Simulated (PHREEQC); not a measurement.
TMAH is added in steps, without added water, to 1 kg of water holding 17 mmol/kgw MgCl2, 0.046 mmol/kgw CO2 and 0.0073 mmol/kgw H4SiO4, at 40 °C. Oxygen alone is held at its pressure in air (log pO2 = -0.68). CO2 from the air is kept out. Solids allowed: Brucite, Nesquehonite, SiO2(a). Others were left out.

Base run: PHREEQC, ion-association model, wateq4f.dat. Each further column changes one thing. The table gives pH.

| TMAH added (mol) | base | all activity coefficients set to 1 | Davies equation for every ion | Debye-Hückel limiting law |
|---|---|---|---|---|
| 0 | 5.31 | 5.30 | 5.32 | 5.33 |
| 0.00625 | 9.03 | 8.87 | 9.05 | 9.10 |
| 0.01375 | 9.10 | 8.94 | 9.11 | 9.16 |
| 0.02 | 9.17 | 9.02 | 9.19 | 9.23 |
| 0.02625 | 9.30 | 9.15 | 9.31 | 9.35 |
| 0.03375 | 9.87 | 9.77 | 9.88 | 9.90 |
| 0.04 | 11.23 | 11.31 | 11.23 | 11.21 |

(CH3)4N+ isn't in the database: it is added as a free cation with an ion size of 4 Å. Away from 25 °C the constants follow the database's enthalpies or fits; those with neither stay at their 25 °C values.
